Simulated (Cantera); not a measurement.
Premixed flame

A freely propagating, adiabatic, planar premixed flame of 7.06 % CH4, 3.74 % H2, 17.9 % O2, 67.5 % N2, 3.74 % H2O, equivalence ratio 0.89, unburnt at 475 K and 460000 Pa; multicomponent+Soret transport, grid criteria slope 0.08 and curve 0.16, no radiation.

Model: GRI-Mech 3.0 (53 species, 325 reactions), integrated in Cantera. Burning velocities carry a grid error of a few per cent, more on coarse grids.

```csv
z (mm),T (K),u (m/s),x CH4,x H2,x O2,x CH2O,x HCO,x O
-0.404,476,0.439,0.0706,0.0357,0.180,1.68e-7,<1e-8,<1e-8
-0.269,480,0.442,0.0705,0.0325,0.180,2.70e-6,<1e-8,<1e-8
-0.202,495,0.454,0.0696,0.0290,0.180,1.44e-5,<1e-8,<1e-8
-0.135,578,0.528,0.0650,0.0234,0.176,0.000125,<1e-8,<1e-8
-0.0673,982,0.900,0.0451,0.0176,0.143,0.000935,1.07e-7,1.58e-6
-0.0337,1374,1.27,0.0246,0.0152,0.105,0.00114,3.71e-6,4.02e-5
0,1759,1.63,0.00501,0.0116,0.0612,0.000446,1.61e-5,0.000462
0.0337,1934,1.78,0.000199,0.00721,0.0384,3.89e-5,3.30e-6,0.00144
0.0673,2009,1.84,3.98e-6,0.00536,0.0315,1.03e-6,1.17e-7,0.00151
0.135,2088,1.91,<1e-8,0.00381,0.0269,<1e-8,<1e-8,0.00102
0.269,2150,1.96,<1e-8,0.00221,0.0240,<1e-8,<1e-8,0.000533
0.538,2184,1.99,<1e-8,0.00117,0.0225,<1e-8,<1e-8,0.000274
1.08,2195,1.99,<1e-8,0.000816,0.0221,<1e-8,<1e-8,0.000196
```
x: mole fraction of selected species; z is measured from the peak of heat release.

```json
{
 "laminar_burning_velocity": "43.9 cm/s",
 "thermal_thickness": "0.135 mm",
 "peak x(CH2O)": "0.00119",
 "peak x(HCO)": "1.61e-5",
 "peak x(O)": "0.00157",
 "grid_points": "155"
}
```
